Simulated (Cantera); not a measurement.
A closed system holds: 1 mol LiCl, 18 mol H2O, 0.21 mol H2, held at 5.10 mbar.

Equilibrium computed with Cantera from the NASA thermochemical tables; the gas is ideal and each condensed phase is pure. Candidate condensed phases: H2O, Li, LiCl, LiH, LiOH, Li2O; 25 gas species. The numbers say what is thermodynamically allowed, not how fast it happens. All values below are at 1425 K.

Base state: H2O 0.935, LiCl 0.0496, H2 0.0109, HCl 0.00231, LiOH 0.00231, Li2Cl2 6.57e-5, OH 1.87e-5 (mole fractions); condensed: gas only.

Problem. What changes in the equilibrium state with this change: H2O from 18 to 1.8 mol?

Solution. 
| species | before | after |
|---|---|---|
| H2O | 0.935 | 0.595 |
| LiCl | 0.0496 | 0.323 |
| H2 | 0.0109 | 0.0699 |
| Li2Cl2 | 6.57e-5 | 0.00278 |
| Li | 2.26e-6 | 1.82e-5 |
| OH | 1.87e-5 | 4.70e-6 |
